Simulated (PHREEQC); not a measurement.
Spent oxide etchant (model solution)

Dissolve 0.25 mol NH4HF2, 0.00019 mol (NH4)2SiF6 and 0.0032 mol NaHS per kg of water at 25 °C. Closed to the air; pH follows from the charge balance.

Computed with PHREEQC (ion-association model, phreeqc.dat).

No solid was allowed to form.

Predict the pH.

pH 3.01.

In which forms is F present?

HF2- 37 %, F- 32 %, HF 30 % of the F.

SiF6-2 is the database's only silicon fluoride.
